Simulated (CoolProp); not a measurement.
Vapour-liquid equilibrium of propane (1) + isopentane (2) at 300.6 K; x and y are mole fractions of (1).

Values from CoolProp's multi-fluid Helmholtz-energy mixture model, Lemmon 2009 and Lemmon 2006; pair parameters Kunz 2012.

Q: Give the bubble pressure and the first vapour's composition at x = 0.05, 0.15, 0.65. Is there an azeotrope?

A: x = 0.05: 1.524 bar, y = 0.362; x = 0.15: 2.494 bar, y = 0.635; x = 0.65: 6.841 bar, y = 0.928. No azeotrope shows between x = 0.05 and 0.95.

The pair parameters rest on a limited set of measurements; away from them the model extrapolates. The gap from Raoult's law changes sign with composition, which may be real or a fault of the pair parameters; it wasn't checked against measurements.
